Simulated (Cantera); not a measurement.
What does this Cantera script print?

```python
import numpy as np
import cantera as ct

gas_names = """
    B BH BH2 BH3 BN B2 H H2 N NH NH2 NH3 N2 N2H2 N2H4
""".split()
cond_names = """
    B(b) B(L) BN(s)
""".split()


# ... load() reads the species with a 1 bar reference pressure and builds the phases ...
atoms = {
    'BN': {'B': 1, 'N': 1},
    'H2': {'H': 2},
}
top_T = {'BN(s)': 3200}  # K; cautious upper limits of use, not melting points


# ... equilibrate(T, P, feed) seeds the gas with the atoms and calls Mixture.equilibrate('TP', solver="vcs", rtol=1e-11, max_steps=5000) ...
results = []
P = 20  # Pa
for T in [1400, 1500, 1600, 1700, 1800, 1900, 2000, 2100, 2200, 2300, 2400, 2500, 2600]:
    for m in [0.56, 0.79, 1, 1.2, 1.5, 1.7, 1.9, 2.2, 2.4, 2.6, 2.9, 3.1, 3.3]:
        feed = {'BN': 1, 'H2': m}  # mol
        mix = equilibrate(T, P, feed)
        results.append((T, P, feed, dict(zip(mix.species_names, mix.species_moles))))

for T, P, feed, n in results:
    print(f"{T:7g} {feed['H2']:10.4g}  " + (" + ".join(c for c in cond_names if n.get(c, 0) > 1e-12) or "gas only"))
```

Output:

```
   1400       0.56  BN(s)
   1400       0.79  BN(s)
   1400          1  BN(s)
   1400        1.2  BN(s)
   1400        1.5  BN(s)
   1400        1.7  BN(s)
   1400        1.9  BN(s)
   1400        2.2  BN(s)
   1400        2.4  BN(s)
   1400        2.6  BN(s)
   1400        2.9  BN(s)
   1400        3.1  BN(s)
   1400        3.3  BN(s)
   1500       0.56  B(b) + BN(s)
   1500       0.79  B(b) + BN(s)
   1500          1  B(b) + BN(s)
   1500        1.2  B(b) + BN(s)
   1500        1.5  B(b) + BN(s)
   1500        1.7  B(b) + BN(s)
   1500        1.9  B(b) + BN(s)
   1500        2.2  B(b) + BN(s)
   1500        2.4  B(b) + BN(s)
   1500        2.6  B(b) + BN(s)
   1500        2.9  B(b) + BN(s)
   1500        3.1  B(b) + BN(s)
   1500        3.3  B(b) + BN(s)
   1600       0.56  B(b) + BN(s)
   1600       0.79  B(b) + BN(s)
   1600          1  B(b) + BN(s)
   1600        1.2  B(b) + BN(s)
   1600        1.5  B(b) + BN(s)
   1600        1.7  B(b) + BN(s)
   1600        1.9  B(b) + BN(s)
   1600        2.2  B(b) + BN(s)
   1600        2.4  B(b) + BN(s)
   1600        2.6  B(b) + BN(s)
   1600        2.9  B(b) + BN(s)
   1600        3.1  B(b) + BN(s)
   1600        3.3  B(b) + BN(s)
   1700       0.56  B(b) + BN(s)
   1700       0.79  B(b) + BN(s)
   1700          1  B(b) + BN(s)
   1700        1.2  B(b) + BN(s)
   1700        1.5  B(b) + BN(s)
   1700        1.7  B(b) + BN(s)
   1700        1.9  B(b) + BN(s)
   1700        2.2  B(b) + BN(s)
   1700        2.4  B(b) + BN(s)
   1700        2.6  B(b) + BN(s)
   1700        2.9  B(b) + BN(s)
   1700        3.1  B(b) + BN(s)
   1700        3.3  B(b) + BN(s)
   1800       0.56  B(b) + BN(s)
   1800       0.79  B(b) + BN(s)
   1800          1  B(b) + BN(s)
   1800        1.2  B(b) + BN(s)
   1800        1.5  B(b) + BN(s)
   1800        1.7  B(b) + BN(s)
   1800        1.9  B(b) + BN(s)
   1800        2.2  B(b) + BN(s)
   1800        2.4  B(b) + BN(s)
   1800        2.6  B(b) + BN(s)
   1800        2.9  B(b) + BN(s)
   1800        3.1  B(b) + BN(s)
   1800        3.3  B(b) + BN(s)
   1900       0.56  B(b) + BN(s)
   1900       0.79  B(b) + BN(s)
   1900          1  B(b) + BN(s)
   1900        1.2  B(b) + BN(s)
   1900        1.5  B(b) + BN(s)
   1900        1.7  B(b) + BN(s)
   1900        1.9  B(b) + BN(s)
   1900        2.2  B(b) + BN(s)
   1900        2.4  B(b) + BN(s)
   1900        2.6  B(b) + BN(s)
   1900        2.9  B(b) + BN(s)
   1900        3.1  B(b) + BN(s)
   1900        3.3  B(b) + BN(s)
   2000       0.56  B(b)
   2000       0.79  B(b)
   2000          1  B(b)
   2000        1.2  B(b)
   2000        1.5  B(b)
   2000        1.7  B(b)
   2000        1.9  B(b)
   2000        2.2  B(b)
   2000        2.4  B(b)
   2000        2.6  B(b)
   2000        2.9  B(b)
   2000        3.1  B(b)
   2000        3.3  B(b)
   2100       0.56  B(b)
   2100       0.79  B(b)
   2100          1  B(b)
   2100        1.2  B(b)
   2100        1.5  B(b)
   2100        1.7  B(b)
   2100        1.9  B(b)
   2100        2.2  B(b)
   2100        2.4  B(b)
   2100        2.6  B(b)
   2100        2.9  B(b)
   2100        3.1  B(b)
   2100        3.3  B(b)
   2200       0.56  B(b)
   2200       0.79  B(b)
   2200          1  B(b)
   2200        1.2  B(b)
   2200        1.5  B(b)
   2200        1.7  B(b)
   2200        1.9  B(b)
   2200        2.2  B(b)
   2200        2.4  B(b)
   2200        2.6  B(b)
   2200        2.9  B(b)
   2200        3.1  B(b)
   2200        3.3  B(b)
   2300       0.56  B(b)
   2300       0.79  B(b)
   2300          1  B(b)
   2300        1.2  B(b)
   2300        1.5  B(b)
   2300        1.7  B(b)
   2300        1.9  B(b)
   2300        2.2  B(b)
   2300        2.4  B(b)
   2300        2.6  B(b)
   2300        2.9  B(b)
   2300        3.1  B(b)
   2300        3.3  B(b)
   2400       0.56  B(L)
   2400       0.79  B(L)
   2400          1  B(L)
   2400        1.2  B(L)
   2400        1.5  B(L)
   2400        1.7  B(L)
   2400        1.9  B(L)
   2400        2.2  B(L)
   2400        2.4  B(L)
   2400        2.6  B(L)
   2400        2.9  B(L)
   2400        3.1  gas only
   2400        3.3  gas only
   2500       0.56  gas only
   2500       0.79  gas only
   2500          1  gas only
   2500        1.2  gas only
   2500        1.5  gas only
   2500        1.7  gas only
   2500        1.9  gas only
   2500        2.2  gas only
   2500        2.4  gas only
   2500        2.6  gas only
   2500        2.9  gas only
   2500        3.1  gas only
   2500        3.3  gas only
   2600       0.56  gas only
   2600       0.79  gas only
   2600          1  gas only
   2600        1.2  gas only
   2600        1.5  gas only
   2600        1.7  gas only
   2600        1.9  gas only
   2600        2.2  gas only
   2600        2.4  gas only
   2600        2.6  gas only
   2600        2.9  gas only
   2600        3.1  gas only
   2600        3.3  gas only
```

Cantera equilibrium calculation (NASA polynomials, part measured and part estimated; ideal gas, pure solids and liquids). Mutual solubility and eutectic melting of coexisting phases are not modelled.
